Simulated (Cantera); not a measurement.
Input: 1 mol C6H6, 1.9 mol O2, 12 mol N2, at 1525 K and 1 atm.

These are equilibrium values from Cantera (NASA tables, ideal gas, pure condensed phases), not measurements of a reactor. Candidate condensed phases: C, C6H6, C7H8, C8H18, H2O; 136 gas species. Kinetics and transport are ignored.

Base state: N2 0.638, CO 0.202, H2 0.159, HCN 0.000401, CH4 5.86e-5, H2O 4.69e-5, CO2 2.21e-5 (mole fractions); condensed: C(graphite).

Q: What changes in the equilibrium state with this change: temperature from 1525 K to 1948 K?

A: 
```json
[
 {"species": "N2", "before": "0.638", "after": "0.636"},
 {"species": "CO", "before": "0.202", "after": "0.202"},
 {"species": "H2", "before": "0.159", "after": "0.157"},
 {"species": "HCN", "before": "0.000401", "after": "0.00378"},
 {"species": "H", "before": "9.38e-6", "after": "0.000445"},
 {"species": "C2H2 (acetylene)", "before": "1.93e-6", "after": "8.47e-5"},
 {"species": "C(graphite), mol", "before": "2.19", "after": "2.12"}
]
```
